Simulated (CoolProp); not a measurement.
Vapour-liquid equilibrium of n-pentane (1) + toluene (2) at 2.39 bar; x and y are mole fractions of (1).

Model: multi-fluid Helmholtz-energy mixture model, Thol 2019 and Lemmon 2006; pair parameters Bell 2016, in CoolProp.

```
x      bubble temperature (K)  y at the bubble point  dew temperature at overall composition x (K)  liquid density (mol/L)
-----  ----------------------  ---------------------  --------------------------------------------  ----------------------
0.05                    404.8                  0.276                                         415.0                   8.165
0.125                   390.6                  0.528                                         411.8                   8.258
0.2                     380.1                  0.670                                         408.5                   8.309
0.275                   372.1                  0.758                                         404.9                   8.332
0.35                    365.8                  0.816                                         401.1                   8.335
0.425                   360.7                  0.857                                         396.9                   8.324
0.5                     356.4                  0.888                                         392.4                   8.304
0.575                   352.7                  0.912                                         387.4                   8.276
0.65                    349.5                  0.932                                         381.7                   8.242
0.725                   346.5                  0.950                                         375.3                   8.205
0.8                     343.7                  0.965                                         367.6                   8.164
0.875                   341.1                  0.979                                         358.3                   8.120
0.95                    338.6                  0.992                                         346.4                   8.075
```

No azeotrope shows between x = 0.05 and 0.95.

The pair parameters rest on a limited set of measurements; away from them the model extrapolates.
